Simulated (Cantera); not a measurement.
Input (Python, Cantera) and output of one run.

```python
import numpy as np
import cantera as ct

gas_names = """
    H H2 N NH NH2 NH3 N2 N2H2 N2H4 Si SiH SiH2 SiH3 SiH4 SiN Si2 Si2N Si3
""".split()
cond_names = """
    Si(cr) Si(L) Si3N4(a)
""".split()


# ... load() reads the species with a 1 bar reference pressure and builds the phases ...
atoms = {
    'Si3N4': {'Si': 3, 'N': 4},
    'H2': {'H': 2},
}
top_T = {'Si3N4(a)': 2400}  # K; cautious upper limits of use, not melting points


# ... equilibrate(T, P, feed) seeds the gas with the atoms and calls Mixture.equilibrate('TP', solver="vcs", rtol=1e-11, max_steps=5000) ...
results = []
feed = {'Si3N4': 1, 'H2': 55}  # mol
P = 133.322  # Pa
for T in [1073, 1173, 1273, 1373, 1473, 1573, 1673]:
    mix = equilibrate(T, P, feed)
    results.append((T, P, feed, dict(zip(mix.species_names, mix.species_moles))))

top = {s: max(r[3][s] / sum(r[3][g] for g in gas_names) for r in results) for s in gas_names}
cols = sorted((s for s in top if top[s] > 0.001), key=lambda s: -top[s])[:5]
seen = [c for c in cond_names if any(r[3].get(c, 0) > 1e-12 for r in results)]
print("log10 of partial pressures in bar; condensed amounts in mol")
print(f"{'T/K':>10s}" + "".join(f"{s[:9]:>10s}" for s in cols + seen))
for T, P, feed, n in results:
    ng = sum(n[g] for g in gas_names)
    print(f"{T:10.4g}" + "".join(f"{np.log10(max(n[s] / ng * P / 1e5, 1e-99)):10.3f}" for s in cols)
          + "".join(f"{n.get(c, 0):10.4g}" for c in seen))
```

Output:

```
log10 of partial pressures in bar; condensed amounts in mol
       T/K        H2        N2         H    Si(cr)  Si3N4(a)
      1073    -2.875    -9.462    -9.291  2.13e-05         1
      1173    -2.875    -7.917    -8.366  0.000748    0.9998
      1273    -2.875    -6.619    -7.584   0.01488     0.995
      1373    -2.876    -5.513    -6.916    0.1905    0.9365
      1473    -2.884    -4.559    -6.340     1.743    0.4189
      1573    -2.891    -4.330    -5.836     2.997         0
      1673    -2.892    -4.331    -5.390      2.98         0
```

These are equilibrium values from Cantera (NASA tables, ideal gas, pure condensed phases), not measurements of a reactor. Mutual solubility and eutectic melting of coexisting phases are not modelled. Gases not in the tables: Si2H6 and higher silanes.
